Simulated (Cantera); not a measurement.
A freely propagating, adiabatic, planar premixed flame of H2 : O2 : N2 = 1 : 0.25 : 0.94 (molar parts), unburnt at 598 K and 55000 Pa; mixture-averaged transport, grid criteria slope 0.08 and curve 0.16, no radiation.

Model: the H2/O2 subset of GRI-Mech 3.0, which has no nitrogen chemistry, integrated in Cantera. Burning velocities carry a grid error of a few per cent, more on coarse grids.

x: mole fraction of selected species; z is measured from the peak of heat release.

```
z (mm)  T (K)  u (m/s)   x H2      x O2   x H2O2       x H     x H2O     x HO2
------  -----  -------  -----  --------  -------  --------  --------  --------
-2.95     598     8.44  0.457     0.114    <1e-8     <1e-8     <1e-8     <1e-8
-1.96     598     8.44  0.457     0.114    <1e-8     <1e-8     <1e-8     <1e-8
-1.47     598     8.44  0.457     0.114    <1e-8     <1e-8     <1e-8     <1e-8
-0.982    598     8.44  0.457     0.114    <1e-8   2.02e-7   6.26e-8   8.00e-7
-0.491    616     8.66  0.454     0.114  1.83e-6  0.000454  0.000938  0.000150
-0.246    799     11.0  0.425     0.109  3.36e-6    0.0108    0.0171   9.27e-5
0        1192     16.0  0.308    0.0671  1.04e-6    0.0647     0.105   3.76e-5
0.246    1459     19.4  0.209       ___      ___     0.106       ___       ___
0.491    1565     20.7  0.196   0.00242  4.44e-7     0.105     0.232   1.28e-6
0.982    1677     22.0  0.203   0.00102  3.16e-7    0.0920     0.236   5.13e-7
1.96     1798     23.4  0.213  0.000752  1.93e-7    0.0752     0.239   3.58e-7
3.93     1923     24.8  0.223  0.000494  1.04e-7    0.0577     0.243   2.35e-7
7.86     2037     26.0  0.233  0.000280  5.32e-8    0.0416     0.246   1.43e-7
```

Problem. Complete the blanks.

Solution. 
- 0.246, x O2: 0.0125
- 0.246, x H2O2: 6.43e-7
- 0.246, x H2O: 0.210
- 0.246, x HO2: 6.94e-6
